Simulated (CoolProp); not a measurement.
R142b along the isobar 5200 kPa: density (kg/m³) from the reference equation and from simpler models built on Tc = 410.3 K, pc = 4055 kPa, ω = 0.232; each cubic takes its own stable root.

Computed with CoolProp (reference Helmholtz-energy equation of state, Lemmon 2006). It is a short technical equation, of lower accuracy than the large ones.

```tsv
T (K)	phase	reference	van der Waals	Redlich-Kwong	Soave-Redlich-Kwong	Peng-Robinson
310.4	liquid	1098	680.6	959.4	991.2	1120
322.7	liquid	1067	663.7	927.3	959.2	1084
334.9	liquid	1034	645.9	893.4	924.7	1045
347.2	liquid	999.2	626.5	856.4	886.6	1002
359.5	liquid	960.9	605.5	816.2	844.4	953.2
371.8	liquid	918.5	582.3	771.8	796.9	898.2
384.1	liquid	869.8	556.2	721.6	742.2	834.2
396.3	liquid	811.6	526.2	663.4	677.2	757.6
408.6	liquid	732.2	489.4	590.4	592.6	657.2
420.9	supercritical	578.0	440.8	486.7	463.1	502.2
433.2	supercritical	329.7	365.6	337.4	304.1	323.1
445.4	supercritical	256.2	280.6	262.5	243.6	257.3
457.7	supercritical	221.3	236.9	226.8	212.7	223.6
470	supercritical	199.2	211.5	204.2	192.4	201.5
```
